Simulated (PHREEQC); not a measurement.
A solution holds 0.086 mol/kgw NaH2PO4 and 0.0022 mol/kgw NaOH, at 25 °C. Closed to the air; pH follows from the charge balance.

Model: ion-association model, phreeqc.dat, run in PHREEQC.

The pH is 5.30 and the ionic strength is 0.0902 mol/kgw. The specific conductance comes out as 6080 µS/cm, the density comes out as 1.005 g/cm³ and the total alkalinity is 2.20 meq/kg.

```json
[
 {"species": "Na+", "molality": "0.0881", "activity": "0.0697", "log γ": "-0.102"},
 {"species": "H2PO4-", "molality": "0.0837", "activity": "0.0665", "log γ": "-0.100"},
 {"species": "HPO4-2", "molality": "0.00211", "activity": "0.000822", "log γ": "-0.410"},
 {"species": "NaHPO4-", "molality": "0.000140", "activity": "0.000112", "log γ": "-0.100"},
 {"species": "H3PO4", "molality": "4.82e-5", "activity": "4.92e-5", "log γ": "0.009"},
 {"species": "H+", "molality": "6.05e-6", "activity": "5.02e-6", "log γ": "-0.081"},
 {"species": "OH-", "molality": "2.61e-9", "activity": "2.01e-9", "log γ": "-0.114"}
]
```

No solid was allowed to form.
